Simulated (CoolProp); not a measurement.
Vapour-liquid equilibrium of ethanol (1) + dimethyl carbonate (2) at 1.92 MPa; x and y are mole fractions of (1).

The numbers come from the multi-fluid Helmholtz-energy mixture model, Schroeder 2014 and Zhou 2011; pair parameters Bell 2016 in CoolProp.

```json
[
 {"x": "0.05", "bubble temperature, mixture model (K)": "486.7", "bubble temperature, Raoult's law (K)": "490.4", "y, mixture model": "0.128", "y, Raoult's law": "0.107"},
 {"x": "0.125", "bubble temperature, mixture model (K)": "478.0", "bubble temperature, Raoult's law (K)": "485.3", "y, mixture model": "0.274", "y, Raoult's law": "0.244"},
 {"x": "0.2", "bubble temperature, mixture model (K)": "471.5", "bubble temperature, Raoult's law (K)": "480.8", "y, mixture model": "0.383", "y, Raoult's law": "0.359"},
 {"x": "0.275", "bubble temperature, mixture model (K)": "466.7", "bubble temperature, Raoult's law (K)": "476.8", "y, mixture model": "0.467", "y, Raoult's law": "0.458"},
 {"x": "0.35", "bubble temperature, mixture model (K)": "462.9", "bubble temperature, Raoult's law (K)": "473.2", "y, mixture model": "0.534", "y, Raoult's law": "0.544"},
 {"x": "0.425", "bubble temperature, mixture model (K)": "460.0", "bubble temperature, Raoult's law (K)": "469.9", "y, mixture model": "0.592", "y, Raoult's law": "0.619"},
 {"x": "0.5", "bubble temperature, mixture model (K)": "457.7", "bubble temperature, Raoult's law (K)": "466.9", "y, mixture model": "0.642", "y, Raoult's law": "0.686"},
 {"x": "0.575", "bubble temperature, mixture model (K)": "455.8", "bubble temperature, Raoult's law (K)": "464.1", "y, mixture model": "0.689", "y, Raoult's law": "0.746"},
 {"x": "0.65", "bubble temperature, mixture model (K)": "454.4", "bubble temperature, Raoult's law (K)": "461.6", "y, mixture model": "0.734", "y, Raoult's law": "0.801"},
 {"x": "0.725", "bubble temperature, mixture model (K)": "453.2", "bubble temperature, Raoult's law (K)": "459.2", "y, mixture model": "0.781", "y, Raoult's law": "0.850"},
 {"x": "0.8", "bubble temperature, mixture model (K)": "452.3", "bubble temperature, Raoult's law (K)": "457.0", "y, mixture model": "0.830", "y, Raoult's law": "0.896"},
 {"x": "0.875", "bubble temperature, mixture model (K)": "451.8", "bubble temperature, Raoult's law (K)": "454.9", "y, mixture model": "0.885", "y, Raoult's law": "0.937"},
 {"x": "0.95", "bubble temperature, mixture model (K)": "451.6", "bubble temperature, Raoult's law (K)": "453.0", "y, mixture model": "0.950", "y, Raoult's law": "0.976"}
]
```

The largest gap from Raoult's law is -10.3 K in bubble temperature, at x = 0.35. y crosses x between x = 0.875 and 0.95: the model has an azeotrope there.

The pair parameters rest on a limited set of measurements; away from them the model extrapolates.
